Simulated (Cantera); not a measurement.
A perfectly stirred reactor is fed with CH4 : N2 = 1 : 1.3 (molar parts), at 850 Pa; it is held at 1800 K, and followed from long to short residence time.

Detailed kinetics in Cantera: GRI-Mech 3.0 (53 species, 325 reactions). GRI-Mech 3.0 stops at C3 and has no aromatics, soot or wall deposition, so with more carbon than oxygen in the feed, carbon stays in small species such as C2H2 where larger ones or solid carbon would form. Radical loss at walls, strong at low pressure, is not modelled.

```tsv
quantity	before	after
x(CH4) at τ = 2.40 s	0.0263	0.0135
x(CH3) at τ = 2.40 s	0.00130	0.000558
x(H2) at τ = 2.40 s	0.425	0.439
x(H) at τ = 2.40 s	0.00106	0.000906
x(C2H2) at τ = 2.40 s	0.142	0.146
x(CH4) at τ = 40.0 ms	0.244	0.135
x(CH3) at τ = 40.0 ms	0.00650	0.00358
x(H2) at τ = 40.0 ms	0.188	0.308
x(H) at τ = 40.0 ms	0.000290	0.000426
x(C2H2) at τ = 40.0 ms	0.0546	0.0998
```

Problem. Name the change that produced these shifts.
A) CH4 1 to 4 parts
B) pressure from 850 Pa to 4500 Pa
C) pressure from 850 Pa to 15.0 Pa
D) temperature 1800 to 1975 K

Solution. B, pressure from 850 Pa to 4500 Pa
